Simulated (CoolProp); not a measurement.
Properties of toluene along the isobar 5.65 MPa (Tc = 591.7 K, pc = 4.126 MPa, ω = 0.266).

Values from CoolProp's reference Helmholtz-energy equation of state, Lemmon 2006. It is a short technical equation, of lower accuracy than the large ones.

```
T (K)   phase  cp (kJ/(kg K))  cv (kJ/(kg K))  speed of sound (m/s)  Joule-Thomson coefficient (K/MPa)  Prandtl number  fugacity coefficient
-----  ------  --------------  --------------  --------------------  ---------------------------------  --------------  --------------------
390.6  liquid           2.013           1.553                 977.1                            -0.3225            4.64               0.02539
404.2  liquid           2.063           1.596                 928.6                            -0.2962            4.46               0.03562
417.7  liquid           2.113           1.638                 880.9                            -0.2678            4.30               0.04847
431.3  liquid           2.164           1.680                 833.2                            -0.2364            4.16               0.06445
444.8  liquid           2.216           1.721                 786.1                            -0.2015            4.04               0.08357
458.4  liquid           2.269           1.762                 738.8                            -0.1616            3.92                0.1063
471.9  liquid           2.323           1.802                 691.7                            -0.1156            3.80                0.1325
485.5  liquid           2.380           1.842                 644.2                           -0.06087            3.68                0.1626
```

Viscosity comes from a separate model (Avgeri 2015). Thermal conductivity comes from a separate model (Assael 2012).
